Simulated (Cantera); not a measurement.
Feed: 1 mol Hg, 0.28 mol H2, equilibrated at 1598 K and 188 Torr.

Method: chemical equilibrium by Gibbs-energy minimisation in Cantera with the NASA 1993 tables (ideal gas, pure condensed phases). Candidate condensed phases: Hg; 3 gas species. Kinetics and transport are ignored.

Base state: Hg 0.781, H2 0.219, H 4.98e-5 (mole fractions); condensed: gas only.

What changes in the equilibrium state with this change: temperature from 1598 K to 523.15 K?


```tsv
species	before	after
H2	0.219	0.607
Hg	0.781	0.393
H	4.98e-5	<1e-9
Hg(l), mol	0	0.819
```
